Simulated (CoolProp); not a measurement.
Vapour-liquid equilibrium of carbon dioxide (1) + R152A (2) at -11.35 °C; x and y are mole fractions of (1).

Computed with CoolProp (multi-fluid Helmholtz-energy mixture model, Span 1996 and Outcalt 1996; pair parameters Bell 2016).

```tsv
x	bubble pressure (MPa)	y at the bubble point	dew pressure at overall composition x (MPa)	liquid density (mol/L)
0.05	0.2798	0.397	0.1810	15.18
0.125	0.4437	0.635	0.1962	15.63
0.2	0.6093	0.747	0.2140	16.09
0.275	0.7758	0.812	0.2351	16.57
0.35	0.9429	0.854	0.2609	17.08
0.425	1.111	0.885	0.2928	17.61
0.5	1.280	0.908	0.3334	18.17
0.575	1.451	0.927	0.3869	18.75
0.65	1.626	0.943	0.4606	19.36
0.725	1.806	0.957	0.5684	20.00
0.8	1.993	0.969	0.7401	20.65
0.875	2.190	0.981	1.051	21.33
0.95	2.399	0.992	1.714	22.03
```

No azeotrope shows between x = 0.05 and 0.95.

Pair parameters are fitted to limited data, so mixtures are less certain than the pure fluids.
